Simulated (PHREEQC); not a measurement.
Make-up at 20 °C and 300 atm: 0.026 mol H2SO4, 0.0013 mol Al2(SO4)3 and 7.6e-05 mol Na2SO4 per kg of water. Closed to the air; pH follows from the charge balance.

The numbers come from PHREEQC with the ion-association model, phreeqc.dat.

Each row changes one thing in this solution. This is a speciation only: nothing precipitates in the calculation.

```json
[
 {"case": "as made", "pH": "1.50", "ionic strength (mol/kgw)": "0.0551", "HSO4- (mol/kgw)": "0.0145", "SO4-2 (mol/kgw)": "0.0129", "AlSO4+ (mol/kgw)": "0.00175", "Al+3 (mol/kgw)": "0.000464", "SI of Gibbsite (Al(OH)3)": "-7.95"},
 {"case": "0.00069 mol/kgw HNO3 added", "pH": "1.49", "ionic strength (mol/kgw)": "0.0557", "HSO4- (mol/kgw)": "0.0146", "SO4-2 (mol/kgw)": "0.0129", "AlSO4+ (mol/kgw)": "0.00175", "Al+3 (mol/kgw)": "0.000469", "SI of Gibbsite (Al(OH)3)": "-7.97"},
 {"case": "Na2SO4 replaced by CuSO4 at the same molality", "pH": "1.50", "ionic strength (mol/kgw)": "0.0551", "HSO4- (mol/kgw)": "0.0145", "SO4-2 (mol/kgw)": "0.0129", "AlSO4+ (mol/kgw)": "0.00175", "Al+3 (mol/kgw)": "0.000464", "SI of Gibbsite (Al(OH)3)": "-7.95"},
 {"case": "temperature from 20 to 65 °C", "pH": "1.57", "ionic strength (mol/kgw)": "0.0432", "HSO4- (mol/kgw)": "0.0208", "SO4-2 (mol/kgw)": "0.00688", "AlSO4+ (mol/kgw)": "[?]", "Al+3 (mol/kgw)": "0.000512", "SI of Gibbsite (Al(OH)3)": "-5.41"},
 {"case": "diluted 100-fold with water", "pH": "3.30", "ionic strength (mol/kgw)": "0.000915", "HSO4- (mol/kgw)": "7.98e-6", "SO4-2 (mol/kgw)": "0.000284", "AlSO4+ (mol/kgw)": "7.54e-6", "Al+3 (mol/kgw)": "1.82e-5", "SI of Gibbsite (Al(OH)3)": "-3.44"},
 {"case": "H2SO4 from 0.026 to 0.052 mol/kgw", "pH": "1.24", "ionic strength (mol/kgw)": "[?]", "HSO4- (mol/kgw)": "0.0343", "SO4-2 (mol/kgw)": "[?]", "AlSO4+ (mol/kgw)": "[?]", "Al+3 (mol/kgw)": "0.000429", "SI of Gibbsite (Al(OH)3)": "-8.86"},
 {"case": "Al2(SO4)3 from 0.0013 to 0.0026 mol/kgw", "pH": "1.50", "ionic strength (mol/kgw)": "0.0600", "HSO4- (mol/kgw)": "0.0150", "SO4-2 (mol/kgw)": "0.0138", "AlSO4+ (mol/kgw)": "0.00349", "Al+3 (mol/kgw)": "0.000912", "SI of Gibbsite (Al(OH)3)": "-7.65"},
 {"case": "Na2SO4 from 7.6e-05 to 7.6e-06 mol/kgw", "pH": "1.50", "ionic strength (mol/kgw)": "0.0550", "HSO4- (mol/kgw)": "0.0145", "SO4-2 (mol/kgw)": "0.0129", "AlSO4+ (mol/kgw)": "0.00175", "Al+3 (mol/kgw)": "0.000464", "SI of Gibbsite (Al(OH)3)": "-7.95"}
]
```

Task: Some entries are withheld; supply them.

Result: 
- temperature from 20 to 65 °C, AlSO4+ (mol/kgw): 0.00182
- H2SO4 from 0.026 to 0.052 mol/kgw, ionic strength (mol/kgw): 0.0932
- H2SO4 from 0.026 to 0.052 mol/kgw, SO4-2 (mol/kgw): 0.0190
- H2SO4 from 0.026 to 0.052 mol/kgw, AlSO4+ (mol/kgw): 0.00170

Under pressure, the constants of complexes without a molar volume in the database are unreliable. At this temperature some constants are extrapolated from 25 °C, and those without enthalpy data are left unchanged.
